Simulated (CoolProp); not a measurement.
n-perfluorohexane at several states: Z from the reference equation and from simpler models built on Tc = 448.0 K, pc = 1.742 MPa, ω = 0.497; each cubic takes its own stable root.

The numbers come from the reference Helmholtz-energy equation of state, Gao 2022 in CoolProp.

```
T (K)  p (MPa)   phase  reference
-----  -------  ------  ---------
327.3    0.214  liquid    0.01673
240.6     4.16  liquid     0.3803
209.1     4.99  liquid     0.5012
311.6    0.355  liquid    0.02828
```

Problem. How far does each simpler model (van der Waals, Redlich-Kwong, Soave-Redlich-Kwong, Peng-Robinson) lie from the reference over these 4 states: mean and median of the absolute difference, and the worst?

Solution. 
- van der Waals: mean 1404.9 %, median 79.5 %, worst +5384.8 % at 327.3 K and 0.214 MPa
- Redlich-Kwong: mean 1320.6 %, median 23.0 %, worst +5215.6 % at 327.3 K and 0.214 MPa
- Soave-Redlich-Kwong: mean 16.1 %, median 15.8 %, worst +17.6 % at 209.1 K and 4.99 MPa
- Peng-Robinson: mean 3.1 %, median 2.8 %, worst +5.0 % at 209.1 K and 4.99 MPa

At some of these states van der Waals, Redlich-Kwong gives the other phase, because its saturation line lies elsewhere.
